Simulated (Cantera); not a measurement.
HCl + H2O + O2 (abatement and gas-phase synthesis)

A closed system holds: 1 mol HCl, 1.1 mol H2O, 0.069 mol O2, at 79.0 mbar.

Cantera equilibrium calculation (NASA polynomials, part measured and part estimated; ideal gas, pure solids and liquids). Candidate condensed phases: H2O; 14 gas species. Rates play no part.

```tsv
T (K)	x H2O	x HCl	x H	x Cl	x O	x H2	x OH	x O2
1150	0.511	0.456	5.62e-11	0.000504	5.15e-9	4.48e-8	3.87e-6	0.0304
1350	0.509	0.457	1.23e-8	0.00222	2.63e-7	2.11e-6	4.83e-5	0.0307
1550	0.510	0.453	6.91e-7	0.00657	4.81e-6	3.80e-5	0.000312	0.0298
1750	0.512	0.444	1.58e-5	0.0148	4.43e-5	0.000365	0.00130	0.0277
1950	0.512	0.429	0.000194	0.0275	0.000252	0.00227	0.00398	0.0246
2150	0.504	0.407	0.00150	0.0448	0.00104	0.00995	0.00979	0.0223
2350	0.474	0.372	0.00772	0.0680	0.00359	0.0303	0.0208	0.0234
2550	0.410	0.320	0.0283	0.0979	0.0111	0.0651	0.0391	0.0286
2750	0.309	0.250	0.0788	0.130	0.0297	0.105	0.0623	0.0352
2950	0.186	0.172	0.172	0.157	0.0658	0.129	0.0797	0.0379
3150	0.0818	0.101	0.300	0.173	0.117	0.118	0.0768	0.0318
3350	0.0251	0.0520	0.421	0.179	0.167	0.0815	0.0547	0.0199
```
x: gas mole fraction; nothing condenses.

From 1150 K to 3350 K nothing is condensed.
